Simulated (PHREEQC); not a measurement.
A PHREEQC input (ion-association model, wateq4f.dat):

```
SOLUTION 1
  temp 25
  units mg/L
  pH 8.08
  pe 0.9
  Na 52.8
  K 42.1
  Ca 9.87
  Mg 10
  Cl 54.3
  S(6) 35.6 as S
  Alkalinity 150 as HCO3
  Br 1.09
  Zn 0.0798
  Si 0.33 as SiO2
  F 1.08
  Li 0.328
END
USE solution 1
EQUILIBRIUM_PHASES 1
  Quartz 0 0.5
  Gypsum 0 0
  CO2(g) -3.4 10
END
```

The run finishes without an error or a warning.

Its last state differs from that of the intended input:

| quantity | as run | intended |
|---|---|---|
| pH | 8.54 | 8.55 |
| ionic strength (mol/kgw) | 0.00696 | 0.00565 |
| SO4-2 (mol/kgw) | 0.00103 | 0.000342 |
| MgSO4 (mol/kgw) | 4.30e-5 | 1.62e-5 |
| CaSO4 (mol/kgw) | 2.18e-5 | 8.13e-6 |
| NaSO4- (mol/kgw) | 8.35e-6 | 2.86e-6 |
| SI of Quartz (SiO2) | -0.00 | +0.00 |
| SI of Magnesite (MgCO3) | -0.03 | +0.02 |

**Question.** One thing in the input isn't as intended. What explains the difference?

**Answer.** This is not unique; one that fits is The fault: sulfate typed 'as S' though the number is for SO4. The line should read `as SO4` where the input has `as S`.
